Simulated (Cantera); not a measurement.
A Cantera script and its output.

```python
import numpy as np
import cantera as ct

gas = ct.Solution("gri30.yaml")
gas.TPX = 350, 1000000, {'CH4': 0.77, 'C2H6': 0.068, 'C3H8': 0.83, 'O2': 4.56, 'N2': 12.8}
flame = ct.FreeFlame(gas, width=0.008)
flame.set_refine_criteria(ratio=3, slope=0.08, curve=0.16)
flame.transport_model = "mixture-averaged"
flame.solve(loglevel=0, auto=True)
z, T = flame.grid, flame.T
thick = (T[-1] - T[0]) / np.gradient(T, z).max()
show = ['CH4', 'C2H6', 'C3H8', 'H2O', 'C2H2', 'OH']
print(f"laminar burning velocity  {flame.velocity[0] * 100:.3f} cm/s")
print(f"burnt temperature         {T[-1]:.1f} K")
print(f"thermal thickness         {thick * 1e3:.4f} mm")
print(f"grid points               {len(z)}")
z0 = z[flame.heat_release_rate.argmax()]
print(f"{'z/mm':>9s}{'T/K':>9s}{'u/(m/s)':>9s}" + "".join(f"{s:>11s}" for s in show))
rows = []
for k in (-3, -2, -1.5, -1, -0.5, -0.25, 0, 0.25, 0.5, 1, 2, 4, 8):
    zz = z0 + k * thick
    rows.append([k * thick, np.interp(zz, z, T), np.interp(zz, z, flame.velocity),
                 *(np.interp(zz, z, flame.X[gas.species_index(s)]) for s in show)])
    print(f"{rows[-1][0] * 1e3:9.3f}{rows[-1][1]:9.1f}{rows[-1][2]:9.3f}" + "".join(f"{x:11.3e}" for x in rows[-1][3:]))
```

It prints:

```
laminar burning velocity  39.282 cm/s
burnt temperature         2419.6 K
thermal thickness         0.0472 mm
grid points               150
     z/mm      T/K  u/(m/s)        CH4       C2H6       C3H8        H2O       C2H2         OH
   -0.142    350.1    0.394  4.040e-02  3.569e-03  4.356e-02  2.698e-05  3.590e-08  1.616e-14
   -0.094    352.3    0.397  4.020e-02  3.557e-03  4.342e-02  3.712e-04  7.933e-07  5.671e-12
   -0.071    364.6    0.413  3.975e-02  3.537e-03  4.320e-02  2.135e-03  7.052e-06  4.650e-10
   -0.047    474.8    0.546  3.744e-02  3.462e-03  4.208e-02  1.599e-02  1.011e-04  7.514e-08
   -0.024   1054.9    1.267  2.765e-02  3.135e-03  2.837e-02  7.728e-02  1.046e-03  1.000e-05
   -0.012   1549.8    1.927  1.890e-02  2.207e-03  8.980e-03  1.254e-01  2.358e-03  1.393e-04
    0.000   1995.1    2.535  7.700e-03  2.596e-04  1.507e-04  1.679e-01  3.724e-03  1.139e-03
    0.012   2220.5    2.827  1.586e-03  5.372e-06  5.597e-08  1.876e-01  1.761e-03  2.843e-03
    0.024   2300.7    2.920  2.785e-04  1.581e-07  2.151e-11  1.928e-01  4.249e-04  3.733e-03
    0.047   2350.2    2.970  1.316e-05  3.530e-10  2.006e-15  1.937e-01  2.531e-05  3.601e-03
    0.094   2384.1    3.005  2.066e-07  7.517e-14  1.327e-20  1.945e-01  4.818e-07  2.607e-03
    0.189   2406.4    3.030  2.774e-09  6.464e-17  1.033e-24  1.959e-01  6.713e-09  1.679e-03
    0.378   2417.0    3.042  4.043e-11  3.663e-19  8.156e-29  1.968e-01  6.103e-11  1.161e-03
```

Detailed kinetics in Cantera: GRI-Mech 3.0 (53 species, 325 reactions). GRI-Mech 3.0 was tuned for natural gas; its chemistry of propane as a main component is partial and can be far from experiment. Burning velocities carry a grid error of a few per cent, more on coarse grids.
